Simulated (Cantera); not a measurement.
An isothermal, constant-pressure homogeneous reactor starts with 11.4 % CH4, 88.6 % CO2, at 1525 K and 46000 Pa.

Computed with Cantera and GRI-Mech 3.0 (53 species, 325 reactions).

Q: Predict: x(CH4) at 1.00 s; x(CO2) at 1.00 s; x(CH3) at 1.00 s; x(CO) at 1.00 s; x(HCO) at 1.00 s; x(H2O) at 1.00 s.

A: 
| Quantity | Value |
|---|---|
| x(CH4) at 1.00 s | 0.0207 (gas-phase equilibrium 8.26e-11) |
| x(CO2) at 1.00 s | 0.678 (gas-phase equilibrium 0.482) |
| x(CH3) at 1.00 s | 7.35e-5 (gas-phase equilibrium <1e-12) |
| x(CO) at 1.00 s | 0.137 (gas-phase equilibrium 0.333) |
| x(HCO) at 1.00 s | 2.16e-9 (gas-phase equilibrium 1.53e-9) |
| x(H2O) at 1.00 s | 0.115 (gas-phase equilibrium 0.147) |
